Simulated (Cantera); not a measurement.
Input: 1 mol B2H6, 2.6 mol H2O, 33 mol H2, equilibrated at 19.0 mbar.

These are equilibrium values from Cantera (NASA tables, ideal gas, pure condensed phases), not measurements of a reactor. Candidate condensed phases: B, B2O3, B3O3H3, H2O; 23 gas species. The feed counts by its element totals alone. Mutual solubility and eutectic melting of coexisting phases are not modelled. The numbers say what is thermodynamically allowed, not how fast it happens.

log p: log10 of the partial pressure in bar; n: condensed amount in mol.

```
T (°C)  log p H2  log p HBO  log p B2O2  log p B2O3  n B(s)  n B2O3(l)
------  --------  ---------  ----------  ----------  ------  ---------
850        -1.72      -5.71       -8.22       -9.21   0.230      0.830
900        -1.72      -5.30       -7.50       -8.43   0.227      0.827
950        -1.72      -4.92       -6.84       -7.72   0.222      0.822
1000       -1.72          …           …           …   0.211      0.810
1050       -1.72      -4.26       -5.68       -6.46   0.190      0.787
1100       -1.72      -3.96       -5.17       -5.90   0.148      0.741
1150       -1.73      -3.69       -4.69       -5.39  0.0668      0.650
1200       -1.73      -3.53       -4.42           …       0          …
1250       -1.73      -3.48       -4.39       -4.46       0      0.463
```

Q: Some entries are withheld; supply them.

A: 
- 1000, log p HBO: -4.58
- 1000, log p B2O2: -6.24
- 1000, log p B2O3: -7.06
- 1200, log p B2O3: -4.91
- 1200, n B2O3(l): 0.553
